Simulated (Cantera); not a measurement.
Input: 1 mol NH3, 0.11 mol O2, at 100000 Pa.

These are equilibrium values from Cantera (NASA tables, ideal gas, pure condensed phases), not measurements of a reactor. Candidate condensed phases: H2O; 47 gas species. Ions and electrons are included (thermal ionisation). Kinetics and transport are ignored.

Question: At 2727 °C, list the 5 most abundant gas species with their mole fractions, and the condensed phases.

Answer: H2 0.546, N2 0.234, H 0.117, H2O 0.0949, OH 0.00673. Condensed: gas only.
